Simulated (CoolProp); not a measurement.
Oxygen at 882.23 K and 6.3 MPa is compressed adiabatically to 12.9 MPa with isentropic efficiency 0.6. Each further row changes one setting.

Values from CoolProp's reference Helmholtz-energy equation of state, Schmidt 1985.

| case | work (kJ/kg) | final temperature (K) | final density (kg/m³) |
|---|---|---|---|
| as stated | ___ | ___ | ___ |
| efficiency 1 | ___ | ___ | ___ |
| efficiency 0.65 | ___ | ___ | 42.3 |

Problem. Some entries are withheld; supply them.

Solution. 
- as stated, work (kJ/kg): 306
- as stated, final temperature (K): 1158.7
- as stated, final density (kg/m³): 41.6
- efficiency 1, work (kJ/kg): 184
- efficiency 1, final temperature (K): 1048.5
- efficiency 1, final density (kg/m³): 45.8
- efficiency 0.65, work (kJ/kg): 283
- efficiency 0.65, final temperature (K): 1137.6

Above 300 K oxygen's equation is extrapolated.
